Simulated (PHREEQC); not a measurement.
Make-up at 25 °C: 0.0083 mol TMAH, 0.00088 mol CO2 and 0.0063 mol K3PO4 per kg of water. Closed to the air; pH follows from the charge balance.

All values are PHREEQC results (ion-association model, phreeqc.dat), not measurements.

```json
[
 {"quantity": "pH", "before": "11.90", "after": "11.77"},
 {"quantity": "ionic strength (mol/kgw)", "before": "0.0403", "after": "0.00916"},
 {"quantity": "HCO3- (mol/kgw)", "before": "1.37e-5", "after": "2.34e-5"},
 {"quantity": "CO2 (mol/kgw)", "before": "3.20e-11", "after": "8.12e-11"}
]
```

Problem. Name the change that produced these shifts.
A) temperature from 25 to 15 °C
B) K3PO4 left out
C) CO2 from 0.00088 to 0.0088 mol/kgw
D) 0.013 mol/kgw H2SO4 added

Solution. B, K3PO4 left out

This is a speciation only: nothing precipitates in the calculation. (CH3)4N+ isn't in the database: it is added as a free cation with an ion size of 4 Å.
